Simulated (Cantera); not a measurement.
Charge: 1 mol Ta(OEt)5, 0.075 mol O2, 470 mol H2.

Method: chemical equilibrium by Gibbs-energy minimisation in Cantera with the NASA 1993 tables (ideal gas, pure condensed phases). Candidate condensed phases: C, C6H6, C7H8, C8H18, H2O, Ta, TaC, Ta2O5; 113 gas species. The feed counts by its element totals alone. TaC: taken at fixed stoichiometry. Condensed phases not in the tables: Ta2C. Equilibrium is a limit: real reactors are often held back by kinetics, nucleation or transport.

Stable condensed phases, one row left out:

```
T in °C \ P in Pa
            0.10       1      10     100    1000   10000  100000 1000000
   2027        A       A       B       B       A       A       A       A
   1877        B       B       B       B       B       B       B       B
   1727        B       B       B       B       B       B       B       B
   1577        B       B       B       B       B       B       B       B
   1427        B       B       B       B       B       B       B       A
   1277        B       B       B       B       B       B       B       A
   1127        B       B       B       B       B       B       B       A
    977        B       B       B       B       B       B       A       C
    677        B       B       B       B       D       C       C       C
    527        B       B       E       E       E       C       C       C
```

A: TaC; B: C + TaC; C: Ta2O5; D: C + TaC + Ta2O5; E: C + Ta2O5.

Give the row for 827 °C.

0.10: C + TaC; 1: C + TaC; 10: C + TaC; 100: C + TaC; 1000: C + TaC; 10000: C + TaC; 100000: Ta2O5; 1000000: Ta2O5.
